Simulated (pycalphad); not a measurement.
An equivalent pycalphad script:

```python
from pycalphad import Database, equilibrium, calculate, variables as v
import numpy as np
db = Database('COST507.tdb')
comps = ['SI', 'CU', 'VA']
phases = ['BCC_A2', 'CU19SI6_ETA', 'CU33SI7_DELTA', 'CU4SI_EPSILON', 'CU56SI11_GAMMA', 'DIAMOND_A4', 'FCC_A1', 'HCP_A3', 'LIQUID']
eq = equilibrium(db, comps, phases, {v.X('CU'): 0.0176, v.T: np.arange(1850, 499, -50), v.P: 101325, v.N: 1}, output=['HM', 'SM'])
```

CALPHAD calculation (pycalphad, COST 507 light-alloy database (1999)), 1 atm. The data set is of 1999 and partly superseded. Amounts are mole fractions of atoms. Diffusion is slow at the low end, where real alloys seldom reach equilibrium.

Results at three of the temperatures:

```
T = 1350.00 K, P = 101325 Pa, N = 1 mol of atoms
G = -49091 J/mol, H = 27288 J/mol, S = 56.58 J/(mol K)  (SER reference)
chemical potentials (J/mol): Si -48424, Cu -86352
phase             fraction      x(Si)      x(Cu)
DIAMOND_A4          0.9640     1.0000       none
LIQUID              0.0360     0.5108     0.4892
```

```
T = 1150.00 K, P = 101325 Pa, N = 1 mol of atoms
G = -38251 J/mol, H = 21325 J/mol, S = 51.81 J/(mol K)  (SER reference)
chemical potentials (J/mol): Si -37765, Cu -65402
phase             fraction      x(Si)      x(Cu)
DIAMOND_A4          0.9732     1.0000       none
LIQUID              0.0268     0.3441     0.6559
```

```
T = 1100.00 K, P = 101325 Pa, N = 1 mol of atoms
G = -35692 J/mol, H = 19933 J/mol, S = 50.57 J/(mol K)  (SER reference)
chemical potentials (J/mol): Si -35242, Cu -60793
phase             fraction      x(Si)      x(Cu)
DIAMOND_A4          0.9742     1.0000       none
LIQUID              0.0258     0.3183     0.6817
```

Changes of the phase set, refined by bisection:

| T (K) | phases above | phases below |
|---|---|---|
| 1678.5 | liquid | diamond (Si) + liquid |
| 1073.7 | diamond (Si) + liquid | CU19SI6_ETA + diamond (Si) |

Database names, with the compositions (at.%) that they take in these runs: CU19SI6_ETA: Cu 76 Si 24. DIAMOND_A4 is diamond (Si). An entry "none" or "no" means that the model of the phase leaves that element out. The hcp model here describes the intermediate κ phase of Cu-Si.
